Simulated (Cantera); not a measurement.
## Halide evaporation, hydrolysis and transport: NaCl + HCl + N₂

Input: 1 mol NaCl, 2.5 mol HCl, 70 mol N₂, equilibrated at 673.15 K and 140 Pa.

Equilibrium computed with Cantera from the NASA thermochemical tables; the gas is ideal and each condensed phase is pure. Candidate condensed phases: NH₄Cl, Na, NaCl; 17 gas species. The numbers say what is thermodynamically allowed, not how fast it happens.

| Item | Result |
|---|---|
| x(N₂) | 0.966 |
| x(HCl) | 0.0345 |
| n(NaCl(s)) | 1.000 mol |
| gas amount | 72.50 mol |
| log10 activity of Na(l) (absent) | -21.06 |
